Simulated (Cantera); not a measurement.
Charge: 1 mol Ta2O5, 5.8 mol CO, 4.5 mol H2, equilibrated at 0.0100 bar.

Method: chemical equilibrium by Gibbs-energy minimisation in Cantera with the NASA 1993 tables (ideal gas, pure condensed phases). Candidate condensed phases: C, C6H6, C7H8, C8H18, H2O, Ta, TaC, Ta2O5; 113 gas species. Mutual solubility and eutectic melting of coexisting phases are not modelled. TaC: taken at fixed stoichiometry. Condensed phases not in the tables: Ta2C. The numbers say what is thermodynamically allowed, not how fast it happens.

x: gas mole fraction; n: condensed amount in mol.

| T (°C) | x CO | x H2 | x CO2 | x H2O | n C(graphite) | n Ta2O5(s) | n TaC(s) |
|---|---|---|---|---|---|---|---|
| 527 | 0.362 | 0.467 | 0.129 | 0.0395 | 1.46 | 1.00 | 0 |
| 677 | 0.555 | 0.437 | 0.00515 | 0.00227 | 0.0726 | 1.00 | 0 |
| 827 | 0.563 | 0.437 | 0.000281 | [?] | 0 | 0.999 | [?] |
| 977 | 0.563 | 0.437 | 0.000274 | [?] | 0 | 0.999 | [?] |
| 1127 | 0.563 | 0.437 | 0.000269 | 0.000452 | 0 | 0.999 | 0.00212 |
| 1277 | 0.563 | 0.436 | 0.000265 | 0.000575 | 0 | 0.999 | 0.00247 |
| 1427 | 0.562 | 0.436 | 0.000262 | 0.000694 | 0 | 0.999 | 0.00282 |

Q: Complete the blanks.

A: 
- 977, x H2O: 0.000332
- 977, n TaC(s): 0.00178
- 827, x H2O: 0.000221
- 827, n TaC(s): 0.00128
